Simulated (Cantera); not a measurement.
Feed: 1 mol n-butane, 0.48 mol H2O, 0.46 mol H2, equilibrated at 1998 K and 100 Torr.

Cantera equilibrium calculation (NASA polynomials, part measured and part estimated; ideal gas, pure solids and liquids). Rates play no part.

```csv
species,before,after
H2,0.920,0.549
H,0.00421,0.344
CO,0.0746,0.0615
C2H2 (acetylene),0.000698,0.0365
C3,<1e-9,0.00299
C,<1e-9,0.000473
C2,<1e-9,0.000305
C2H,5.94e-8,0.00406
C5,<1e-9,5.87e-5
CH,<1e-9,5.53e-5
"C(graphite), mol",3.51,2.77
```
Gas species are given as mole fractions.

Problem. Name the change that produced these shifts.
A) temperature from 1998 K to 3023.15 K
B) temperature from 1998 K to 1148 K
C) pressure from 100 Torr to 1.05 Torr
D) pressure from 100 Torr to 10.0 Torr

Solution. A, temperature from 1998 K to 3023.15 K
